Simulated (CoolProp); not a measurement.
A Linde-Hampson liquefier for normal hydrogen: isothermal reversible compression at 280 K from 1 atm to 40 MPa, throttling to 1 atm, return gas leaving the recuperator 2 K below the feed. Each further row changes one setting.

Computed with CoolProp (reference Helmholtz-energy equation of state, Leachman 2009).

```csv
case,compression work (kJ/kg of gas)
as stated,7200
high pressure 80 MPa,8320
warm-end temperature 310 K,7950
warm-end gap 7 K,7200
```
